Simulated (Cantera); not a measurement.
Cantera with NASA thermochemical tables; ideal gases at 1 bar, condensed phases pure. Values are per mole of reaction as written; species without (g) are pure solids or liquids, kept so even where they would boil at 1 bar.

6 CH3(g) + Ni3S4 → H2S(g) + 2 C3H8(g) + 3 NiS

```csv
T (K),ΔH° (kJ),ΔS° (J/K),ΔG° (kJ),log10 K
473,-1084.0,-472.6,-860.4,95.02
498,…,…,…,…
523,…,…,…,…
548,…,…,…,…
573,…,…,…,…
```

Question: What belongs in the gaps?

Answer: 
- 498, ΔH° (kJ): -1085.1
- 498, ΔS° (J/K): -474.9
- 498, ΔG° (kJ): -848.6
- 498, log10 K: 89.00
- 523, ΔH° (kJ): -1086.1
- 523, ΔS° (J/K): -476.9
- 523, ΔG° (kJ): -836.7
- 523, log10 K: 83.56
- 548, ΔH° (kJ): -1087.1
- 548, ΔS° (J/K): -478.8
- 548, ΔG° (kJ): -824.7
- 548, log10 K: 78.61
- 573, ΔH° (kJ): -1088.0
- 573, ΔS° (J/K): -480.4
- 573, ΔG° (kJ): -812.7
- 573, log10 K: 74.09
